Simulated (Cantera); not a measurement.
## PbS + H2 (hydrogen reduction and annealing atmospheres)

Feed: 1 mol PbS, a varied amount of H2, held at 4.10 bar.

Cantera equilibrium calculation (NASA polynomials, part measured and part estimated; ideal gas, pure solids and liquids). Candidate condensed phases: Pb, PbS, S; 10 gas species. The numbers say what is thermodynamically allowed, not how fast it happens.

Task: Map the stable condensed phases over T = 600, 650, 700, 750, 800, 850, 900, 950, 1000 K and n(H2) in mol = 64, 100, 160, 250, 400, 640, 1000.

Result: 
```
T in K \ n(H2) in mol
           64  100  160  250  400  640 1000
   1000     A    A    A    A    A    A    A
    950     B    A    A    A    A    A    A
    900     B    B    A    A    A    A    A
    850     B    B    B    B    A    A    A
    800     B    B    B    B    B    A    A
    750     B    B    B    B    B    B    B
    700     B    B    B    B    B    B    B
    650     B    B    B    B    B    B    B
    600     B    B    B    B    B    B    B
```
A: Pb; B: Pb + PbS.
